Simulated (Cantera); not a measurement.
Charge: 1 mol SiH₂Cl₂, 2.4 mol NH₃, at 1648.15 K and 100000 Pa.

Cantera equilibrium calculation (NASA polynomials, part measured and part estimated; ideal gas, pure solids and liquids). Candidate condensed phases: NH₄Cl, Si, Si₃N₄; 28 gas species. The tables' values for SiCl₃ are old estimates; treat these amounts as uncertain. Rates play no part.

Base state: H₂ 0.612, HCl 0.261, N₂ 0.102, SiCl₂ 0.0139, SiCl₃ 0.00486, SiCl₄ 0.00376, SiHCl₃ 0.00147, SiH₂Cl₂ 9.81e-5 (mole fractions); condensed: Si₃N₄(s).

Problem. What changes in the equilibrium state with this change: temperature from 1648.15 K to 925 K?

Solution. 
```tsv
species	before	after
H₂	0.612	0.629
HCl	0.261	0.251
N₂	0.102	0.100
SiCl₄	0.00376	0.0193
SiCl₂	0.0139	3.79e-9
H	6.98e-5	<1e-9
Cl	2.34e-5	<1e-9
SiCl₃	0.00486	1.36e-6
Si₃N₄(s), mol	0.284	0.294
```

Problem. What changes in the equilibrium state with this change: temperature from 1648.15 K to 1225 K?

Solution. 
```
species         before     after
-------------  -------  --------
H₂               0.612     0.613
HCl              0.261     0.279
N₂               0.102    0.0955
SiCl₂           0.0139   2.30e-5
SiCl₄          0.00376    0.0113
H              6.98e-5   2.44e-7
Cl             2.34e-5   9.57e-8
SiCl₃          0.00486  0.000181
SiH₂Cl₂        9.81e-5   7.10e-6
NH₃            6.32e-6   2.53e-5
Si₃N₄(s), mol    0.284     0.308
```

Problem. What changes in the equilibrium state with this change: SiH₂Cl₂ replaced by SiF₄?

Solution. 
| species | before | after |
|---|---|---|
| H₂ | 0.612 | 0.604 |
| N₂ | 0.102 | 0.206 |
| SiF₄ | 0 | 0.153 |
| HCl | 0.261 | 0 |
| HF | 0 | 0.0192 |
| SiCl₂ | 0.0139 | 0 |
| SiF₃ | 0 | 0.0120 |
| SiHF₃ | 0 | 0.00618 |
| SiCl₃ | 0.00486 | 0 |
| SiCl₄ | 0.00376 | 0 |
| Si₃N₄(s), mol | 0.284 | 0 |
The tables' values for SiF₃, SiF₂ are old estimates; treat these amounts as uncertain.
